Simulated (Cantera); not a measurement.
A closed system holds: 1 mol C2F6, 0.022 mol HCl, at 10.0 Torr.

These are equilibrium values from Cantera (NASA tables, ideal gas, pure condensed phases), not measurements of a reactor. Candidate condensed phases: C, C6H6, C7H8, C8H18; 118 gas species. The feed counts by its element totals alone. The numbers say what is thermodynamically allowed, not how fast it happens. All values below are at 2775 K.

Base state: F 0.775, CF2 0.160, CF 0.0539, Cl 0.00424, HF 0.00423, C3 0.00174, CF3 0.000807, C 0.000375 (mole fractions); condensed: C(graphite).

Question: What changes in the equilibrium state with this change: 0.0095 mol H2 added?

Answer: 
```tsv
species	before	after
F	0.775	0.772
CF2	0.160	0.159
CF	0.0539	0.0537
HF	0.00423	0.00787
H	9.15e-6	1.71e-5
CF4	0.000290	0.000286
C(graphite), mol	0.854	0.859
```
